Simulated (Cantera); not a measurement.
**Thermodynamics of silicon nitride deposition, feed trisilylamine + N₂**

Input: 1 mol trisilylamine, 44 mol N₂, held at 550 °C and 0.110 bar.

Cantera equilibrium calculation (NASA polynomials, part measured and part estimated; ideal gas, pure solids and liquids). Candidate condensed phases: Si, Si₃N₄; 18 gas species. The feed counts by its element totals alone. The numbers say what is thermodynamically allowed, not how fast it happens.

```json
{
 "x(N₂)": "0.904",
 "x(H₂)": "0.0957",
 "x(NH₃)": "7.39e-6",
 "n(Si₃N₄(s))": "1.00 mol",
 "gas_amount": "47.00 mol",
 "log10 activity of Si(s) (absent)": "-9.32"
}
```
